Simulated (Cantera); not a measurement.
Input: 1 mol Al, 17 mol HBr, 5.8 mol H2, equilibrated at 1048.15 K and 30.0 Torr.

These are equilibrium values from Cantera (NASA tables, ideal gas, pure condensed phases), not measurements of a reactor. Candidate condensed phases: Al, AlBr3, Br2; 11 gas species. The numbers say what is thermodynamically allowed, not how fast it happens.

Base state: HBr 0.628, H2 0.327, AlBr3 0.0448, Br 4.89e-5 (mole fractions); condensed: gas only.

Question: What changes in the equilibrium state with this change: temperature from 1048.15 K to 575 K?

Answer: 
| species | before | after |
|---|---|---|
| HBr | 0.628 | 0.635 |
| H2 | 0.327 | 0.331 |
| AlBr3 | 0.0448 | 0.0217 |
| Al2Br6 | 1.81e-6 | 0.0118 |
| Br | 4.89e-5 | <1e-9 |
